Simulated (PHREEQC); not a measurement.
Consider water at 25 °C with 0.25 mol MgCl2, 0.0006 mol Na2CO3 and 8e-06 mol H4SiO4 per kg of water. Closed to the air; pH follows from the charge balance.

All values are PHREEQC results (ion-association model, wateq4f.dat), not measurements.

No solid was allowed to form.

**Question.** Order these C species by the share of C that they hold, largest first: CO3-2, HCO3-, MgHCO3+, MgCO3.

**Answer.** MgCO3 (43 %), HCO3- (28 %), MgHCO3+ (26 %), CO3-2 (3.7 %)

The pH is 8.92 and the ionic strength 0.750 mol/kgw. Examples of supersaturated solids here: Magnesite (slow to form). Others may be too. The ionic strength is past about 0.7 mol/kgw, beyond the range of this activity model, so the values are rough. Species that the database lacks are ignored.
